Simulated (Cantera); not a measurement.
# Ignition delay

Mixture: 43.7 % H₂, 10.9 % O₂, 41.1 % N₂, 4.20 % H₂O, at 9750 Torr, adiabatic and at constant volume. Ignition delay is the time to a rise of 400 K.

Model: the H2/O2 subset of GRI-Mech 3.0, which has no nitrogen chemistry, integrated in Cantera. The hydrogen kinetics of GRI-Mech 3.0 are dated; newer H2 mechanisms differ, most at raised pressure. The pressure lies above the range GRI-Mech 3.0 was tuned for (to about 10 atm).

```tsv
T0 (K)	delay (ms)
1048	2.07
1123	0.486
1198	0.121
1273	0.0280
1348	0.00609
1423	0.00242
1498	0.00146
1573	0.00103
```

```yaml
apparent activation energy between 1423 and 1573 K: 110 kJ/mol
```
